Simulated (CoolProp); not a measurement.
Properties of fluorine at several states (Tc = 144.4 K, pc = 5.240 MPa, ω = 0.045).

Values from CoolProp's reference Helmholtz-energy equation of state, de Reuck 1990.

```csv
T (K),p (MPa),phase,Z,cp (kJ/(kg K)),cv (kJ/(kg K)),speed of sound (m/s),Joule-Thomson coefficient (K/MPa),fugacity coefficient
139.1,1.31,gas,0.8997,0.9306,0.5955,195.3,8.585,0.9087
107,0.568,gas,0.9017,0.9371,0.6040,171.1,14.86,0.9099
159.3,0.462,gas,0.9785,0.8022,0.5619,218.2,6.555,0.9790
62.6,0.0118,liquid,(withheld),1.473,0.8891,(withheld),-0.3139,(withheld)
177.8,0.125,gas,0.9960,0.7804,0.5576,(withheld),5.231,0.9960
```

Problem. What belongs in the gaps?

Solution. 
- 62.6, Z: 0.0005224
- 62.6, speed of sound (m/s): 1035
- 62.6, fugacity coefficient: 0.2323
- 177.8, speed of sound (m/s): 232.4
